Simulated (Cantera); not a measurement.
**Adiabatic ignition**

An adiabatic, constant-volume homogeneous reactor starts with C₃H₈ : O₂ : N₂ = 1 : 3.33 : 12.5 (molar parts), at 1075 K and 6.51 atm.

Computed with Cantera and GRI-Mech 3.0 (53 species, 325 reactions). GRI-Mech 3.0 was tuned for natural gas; its chemistry of propane as a main component is partial and can be far from experiment.

```csv
t (s),T (K),P (bar),x C₃H₈,x O₂,x CO,x NO₂,x NO
9.00e-6,1075,6.60,0.0594,0.198,<1e-12,<1e-12,<1e-12
2.60e-5,1075,6.60,0.0594,0.198,1.26e-12,<1e-12,<1e-12
7.54e-5,1075,6.60,0.0594,0.198,4.64e-11,<1e-12,<1e-12
0.000218,1075,6.60,0.0594,0.198,2.45e-9,<1e-12,<1e-12
0.000632,1075,6.60,0.0594,0.198,8.52e-8,<1e-12,<1e-12
0.00183,1075,6.60,0.0592,0.198,1.23e-6,<1e-12,<1e-12
0.00529,1075,6.60,0.0587,0.198,1.38e-5,<1e-12,<1e-12
0.0153,1077,6.63,0.0562,0.196,0.000206,<1e-12,<1e-12
0.0443,2917,20.9,<1e-12,0.000325,0.114,1.68e-7,0.00152
0.128,2917,20.9,<1e-12,0.000325,0.114,1.68e-7,0.00152
0.371,2917,20.9,<1e-12,0.000325,0.114,1.68e-7,0.00152
1.07,2917,20.9,<1e-12,0.000325,0.114,1.68e-7,0.00152
3.11,2917,20.9,<1e-12,0.000325,0.114,1.68e-7,0.00152
9.00,2917,20.9,<1e-12,0.000325,0.114,1.68e-7,0.00152
```
x: mole fraction; the columns are a selection and need not sum to one.

time of steepest temperature rise: 25.7 ms
temperature at 9.00 s: 2917 K
equilibrium temperature: 2917 K
x(C₃H₈) at 9.00 s: <1e-12 (gas-phase equilibrium <1e-12)
x(O₂) at 9.00 s: 0.000325 (gas-phase equilibrium 0.000325)
x(CO) at 9.00 s: 0.114 (gas-phase equilibrium 0.114)
